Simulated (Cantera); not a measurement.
CH2F2 + Si + CH4 (fluorocarbon and chlorocarbon gases)

Input: 1 mol CH2F2, 0.23 mol Si, 0.26 mol CH4, equilibrated at 750 K and 1.58 Torr.

Equilibrium computed with Cantera from the NASA thermochemical tables; the gas is ideal and each condensed phase is pure. Candidate condensed phases: C, C6H6, C7H8, C8H18, Si, SiC; 113 gas species. The numbers say what is thermodynamically allowed, not how fast it happens.

| Property | Value |
|---|---|
| x(HF) | 0.472 |
| x(H2) | 0.426 |
| x(SiF4) | 0.101 |
| x(CH4) | 0.00122 |
| n(C(graphite)) | 1.26 mol |
| gas amount | 2.287 mol |
| log10 activity of Si(s) (absent) | -25.49 |
